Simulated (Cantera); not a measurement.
Input (Python, Cantera) and output of one run.

```python
import numpy as np
import cantera as ct

gas_names = """
    CL CLF CLF3 CLO CL2 Cs CsCL CsF CsO CsOH Cs2 Cs2CL2 Cs2F2 Cs2O Cs2O2H2 F FO FO2 F2 F2O H HCL HF HOCL
    HOF HO2 H2 H2F2 H2O H2O2 H3F3 H4F4 H5F5 H6F6 H7F7 O OH O2 O3
""".split()
cond_names = """
    Cs(cr) Cs(L) CsCL(a) CsCL(b) CsCL(L) CsF(s) CsF(L) CsOH(a) CsOH(b) CsOH(c) CsOH(L) H2O(s) H2O(L)
""".split()


def load(file, names, dense=False):
    # The tables refer to 1 bar. Condensed volumes are neglected.
    table = {s.name: s for s in ct.Species.list_from_file(file)}
    out = []
    for n in names:
        d = dict(table[n].input_data)
        d["thermo"] = dict(d["thermo"], **{"reference-pressure": 1e5})
        if dense:
            d["equation-of-state"] = {"model": "constant-volume", "density": "1e6 g/cm^3"}
        out.append(ct.Species.from_dict(d))
    return out


gas = ct.Solution(thermo="ideal-gas", species=load("nasa_gas.yaml", gas_names))
cond = {s.name: ct.Solution(thermo="fixed-stoichiometry", species=[s], name=s.name)
        for s in load("nasa_condensed.yaml", cond_names, dense=True)}
atoms = {
    'CsF': {'Cs': 1, 'F': 1},
    'HCl': {'H': 1, 'CL': 1},
    'H2': {'H': 2},
    'H2O': {'H': 2, 'O': 1},
}
top_T = {}  # K; cautious upper limits of use, not melting points


def equilibrate(T, P, feed):
    n = {}
    for name, mol in feed.items():
        for a, k in atoms[name].items():
            n[a] = n.get(a, 0.0) + k * mol
    gas.TPX = T, P, n
    mass = sum(n.values()) * gas.mean_molecular_weight
    gas.equilibrate("TP")
    valid = [c for c in cond.values() if c.min_temp <= T <= top_T.get(c.name, c.max_temp)]
    mix = ct.Mixture([(gas, mass / gas.mean_molecular_weight)] + [(c, 0.0) for c in valid])
    mix.T, mix.P = T, P
    mix.equilibrate("TP", solver="vcs", rtol=1e-11, max_steps=5000)
    return mix


results = []
feed = {'CsF': 1, 'HCl': 2.9, 'H2': 1.8, 'H2O': 10}  # mol
P = 1800  # Pa
for T in [875, 950, 1025, 1100, 1175, 1250, 1325, 1400, 1475, 1550, 1625, 1700, 1775]:
    mix = equilibrate(T, P, feed)
    results.append((T, P, feed, dict(zip(mix.species_names, mix.species_moles))))

top = {s: max(r[3][s] / sum(r[3][g] for g in gas_names) for r in results) for s in gas_names}
cols = sorted((s for s in top if top[s] > 0.001), key=lambda s: -top[s])[:8]
seen = [c for c in cond_names if any(r[3].get(c, 0) > 1e-12 for r in results)]
print("log10 of partial pressures in bar; condensed amounts in mol")
print(f"{'T/K':>10s}" + "".join(f"{s[:9]:>10s}" for s in cols + seen))
for T, P, feed, n in results:
    ng = sum(n[g] for g in gas_names)
    print(f"{T:10.4g}" + "".join(f"{np.log10(max(n[s] / ng * P / 1e5, 1e-99)):10.3f}" for s in cols)
          + "".join(f"{n.get(c, 0):10.4g}" for c in seen))
```

It prints:

```
log10 of partial pressures in bar; condensed amounts in mol
       T/K       H2O       HCL        H2        HF      CsCL    Cs2CL2   CsCL(b)   CsCL(L)
       875    -1.913    -2.635    -2.658    -2.913    -4.452    -4.748    0.9419         0
       950    -1.921    -2.642    -2.666    -2.921    -3.608    -3.884         0    0.5764
      1025    -1.935    -2.657    -2.680    -2.935    -3.143    -3.657         0         0
      1100    -1.938    -2.659    -2.683    -2.938    -3.019    -4.012         0         0
      1175    -1.940    -2.661    -2.684    -2.940    -2.969    -4.438         0         0
      1250    -1.940    -2.661    -2.685    -2.941    -2.951    -4.865         0         0
      1325    -1.940    -2.661    -2.685    -2.941    -2.945    -5.261         0         0
      1400    -1.941    -2.661    -2.685    -2.942    -2.943    -5.620         0         0
      1475    -1.941    -2.661    -2.685    -2.942    -2.943    -5.945         0         0
      1550    -1.941    -2.661    -2.685    -2.942    -2.943    -6.238         0         0
      1625    -1.941    -2.661    -2.685    -2.943    -2.943    -6.504         0         0
      1700    -1.941    -2.662    -2.685    -2.943    -2.944    -6.747         0         0
      1775    -1.941    -2.662    -2.686    -2.944    -2.945    -6.970         0         0
```

Equilibrium computed with Cantera from the NASA thermochemical tables; the gas is ideal and each condensed phase is pure.
